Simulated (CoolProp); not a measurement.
Vapour-liquid equilibrium of R113 (1) + n-hexane (2) at 124.15 °C; x and y are mole fractions of (1).

Model: multi-fluid Helmholtz-energy mixture model, Marx 1992 and Thol 2019; pair parameters Bell 2016, in CoolProp.

```
x     bubble pressure, mixture model (kPa)  bubble pressure, Raoult's law (kPa)  y, mixture model  y, Raoult's law
----  ------------------------------------  -----------------------------------  ----------------  ---------------
0.05                                 462.0                                454.3                 ?            0.082
0.15                                 504.3                                484.6                 ?            0.230
0.25                                 542.4                                514.9                 ?            0.360
0.35                                 577.0                                545.2             0.469            0.476
0.45                                 608.6                                575.4             0.562            0.580
0.55                                 637.6                                605.7             0.648            0.674
0.65                                 664.3                                636.0             0.728            0.758
0.75                                 689.0                                666.3                 ?            0.835
0.85                                     ?                                696.6             0.883            0.905
0.95                                 732.4                                726.9                 ?            0.970
```

### Question
What belongs in the gaps?

### Answer

- 0.05, y, mixture model: 0.089
- 0.15, y, mixture model: 0.240
- 0.25, y, mixture model: 0.363
- 0.75, y, mixture model: 0.806
- 0.85, bubble pressure, mixture model (kPa): 711.6
- 0.95, y, mixture model: 0.960

The largest gap from Raoult's law is +5.8 % in bubble pressure, at x = 0.35. No azeotrope shows between x = 0.05 and 0.95.

The pair parameters rest on a limited set of measurements; away from them the model extrapolates.
